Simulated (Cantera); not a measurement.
A freely propagating, adiabatic, planar premixed flame of CH4 : O2 : N2 : H2O = 1 : 1.54 : 5.78 : 0.022 (molar parts), equivalence ratio 1.3, unburnt at 650 K and 0.454 atm; mixture-averaged transport, grid criteria slope 0.08 and curve 0.16, no radiation.

Model: GRI-Mech 3.0 (53 species, 325 reactions), integrated in Cantera. Burning velocities carry a grid error of a few per cent, more on coarse grids.

**Question.** Predict: laminar burning velocity; thermal thickness; peak x(HCN); peak x(CH2O); peak x(OH).

**Answer.** 
```json
{
 "laminar_burning_velocity": "145 cm/s",
 "thermal_thickness": "0.686 mm",
 "peak x(HCN)": "2.56e-5",
 "peak x(CH2O)": "0.00123",
 "peak x(OH)": "0.00692"
}
```
